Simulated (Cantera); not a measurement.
What does this Cantera script print?

```python
import numpy as np
import cantera as ct

gas = ct.Solution("gri30.yaml")
gas.TPX = 648, 500000, {'CH4': 1, 'O2': 1.67, 'N2': 6.27}
flame = ct.FreeFlame(gas, width=0.013)
flame.set_refine_criteria(ratio=3, slope=0.08, curve=0.16)
flame.transport_model = "mixture-averaged"
flame.solve(loglevel=0, auto=True)
z, T = flame.grid, flame.T
thick = (T[-1] - T[0]) / np.gradient(T, z).max()
show = ['CH4', 'O2', 'C2H2', 'CO', 'C2H6', 'NO2']
print(f"laminar burning velocity  {flame.velocity[0] * 100:.3f} cm/s")
print(f"burnt temperature         {T[-1]:.1f} K")
print(f"thermal thickness         {thick * 1e3:.4f} mm")
print(f"grid points               {len(z)}")
z0 = z[flame.heat_release_rate.argmax()]
print(f"{'z/mm':>9s}{'T/K':>9s}{'u/(m/s)':>9s}" + "".join(f"{s:>11s}" for s in show))
rows = []
for k in (-3, -2, -1.5, -1, -0.5, -0.25, 0, 0.25, 0.5, 1, 2, 4, 8):
    zz = z0 + k * thick
    rows.append([k * thick, np.interp(zz, z, T), np.interp(zz, z, flame.velocity),
                 *(np.interp(zz, z, flame.X[gas.species_index(s)]) for s in show)])
    print(f"{rows[-1][0] * 1e3:9.3f}{rows[-1][1]:9.1f}{rows[-1][2]:9.3f}" + "".join(f"{x:11.3e}" for x in rows[-1][3:]))
```

It prints:

```
laminar burning velocity  79.734 cm/s
burnt temperature         2386.3 K
thermal thickness         0.0988 mm
grid points               148
     z/mm      T/K  u/(m/s)        CH4         O2       C2H2         CO       C2H6        NO2
   -0.296    648.6    0.800  1.115e-01  1.864e-01  3.763e-08  1.242e-05  1.250e-07  1.948e-09
   -0.198    655.0    0.810  1.106e-01  1.853e-01  6.238e-07  1.526e-04  2.494e-06  2.933e-08
   -0.148    673.2    0.836  1.087e-01  1.834e-01  2.931e-06  5.996e-04  1.309e-05  1.233e-07
   -0.099    779.8    0.977  1.002e-01  1.742e-01  2.497e-05  3.722e-03  1.348e-04  7.011e-07
   -0.049   1237.3    1.577  6.626e-02  1.311e-01  1.970e-04  2.108e-02  1.042e-03  1.008e-06
   -0.025   1649.4    2.124  3.477e-02  8.619e-02  4.750e-04  4.040e-02  1.078e-03  3.056e-07
    0.000   2021.0    2.622  8.167e-03  3.906e-02  7.372e-04  5.864e-02  1.121e-04  3.972e-08
    0.025   2186.4    2.834  7.100e-04  1.387e-02  2.130e-04  6.045e-02  9.543e-07  1.665e-08
    0.049   2237.0    2.890  3.966e-05  5.828e-03  1.861e-05  5.486e-02  3.451e-09  1.766e-08
    0.099   2281.9    2.936  2.107e-07  2.489e-03  1.561e-07  4.937e-02  1.429e-13  1.755e-08
    0.198   2325.3    2.984  1.041e-10  1.276e-03  1.577e-10  4.755e-02  3.916e-19  1.524e-08
    0.395   2359.1    3.022  2.477e-13  5.772e-04  3.633e-14  4.710e-02  4.651e-23  1.222e-08
    0.791   2377.9    3.043  3.406e-13  2.544e-04  1.379e-16  4.689e-02  2.639e-25  9.730e-09
```

Model: GRI-Mech 3.0 (53 species, 325 reactions), integrated in Cantera. Burning velocities carry a grid error of a few per cent, more on coarse grids.
